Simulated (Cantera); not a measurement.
An adiabatic, constant-pressure homogeneous reactor starts with H2 : O2 : N2 = 1 : 0.893 : 3.36 (molar parts), equivalence ratio 0.56, at 1325 K and 100000 Pa. Integrator tolerance rtol = 1e-08.

Detailed kinetics in Cantera: the H2/O2 subset of GRI-Mech 3.0, which has no nitrogen chemistry.

Q: What does this change do: pressure from 100000 Pa to 250000 Pa?

A: 
| quantity | before | after |
|---|---|---|
| time of steepest temperature rise | 26.1 µs | 10.9 µs |
| temperature at 2.00 s | 2521 K | 2552 K |
| equilibrium temperature | 2521 K | 2552 K |
| x(H2) at 2.00 s | 0.00461 (gas-phase equilibrium 0.00461) | 0.00340 (gas-phase equilibrium 0.00340) |
| x(O2) at 2.00 s | 0.0781 (gas-phase equilibrium 0.0781) | 0.0786 (gas-phase equilibrium 0.0786) |
| x(H2O2) at 2.00 s | 4.01e-7 (gas-phase equilibrium 4.01e-7) | 6.87e-7 (gas-phase equilibrium 6.87e-7) |
| x(OH) at 2.00 s | 0.0169 (gas-phase equilibrium 0.0169) | 0.0148 (gas-phase equilibrium 0.0148) |
| x(O) at 2.00 s | 0.00452 (gas-phase equilibrium 0.00452) | 0.00332 (gas-phase equilibrium 0.00332) |
| x(H) at 2.00 s | 0.00189 (gas-phase equilibrium 0.00189) | 0.00117 (gas-phase equilibrium 0.00117) |
The hydrogen kinetics of GRI-Mech 3.0 are dated; newer H2 mechanisms differ, most at raised pressure.

Q: What does this change do: constant volume in place of constant pressure?

A: 
| quantity | before | after |
|---|---|---|
| time of steepest temperature rise | 26.1 µs | 25.8 µs |
| temperature at 2.00 s | 2521 K | 2704 K |
| equilibrium temperature | 2521 K | 2704 K |
| x(H2) at 2.00 s | 0.00461 (gas-phase equilibrium 0.00461) | 0.00733 (gas-phase equilibrium 0.00733) |
| x(O2) at 2.00 s | 0.0781 (gas-phase equilibrium 0.0781) | 0.0763 (gas-phase equilibrium 0.0763) |
| x(H2O2) at 2.00 s | 4.01e-7 (gas-phase equilibrium 4.01e-7) | 7.44e-7 (gas-phase equilibrium 7.44e-7) |
| x(OH) at 2.00 s | 0.0169 (gas-phase equilibrium 0.0169) | 0.0236 (gas-phase equilibrium 0.0236) |
| x(O) at 2.00 s | 0.00452 (gas-phase equilibrium 0.00452) | 0.00744 (gas-phase equilibrium 0.00744) |
| x(H) at 2.00 s | 0.00189 (gas-phase equilibrium 0.00189) | 0.00363 (gas-phase equilibrium 0.00363) |
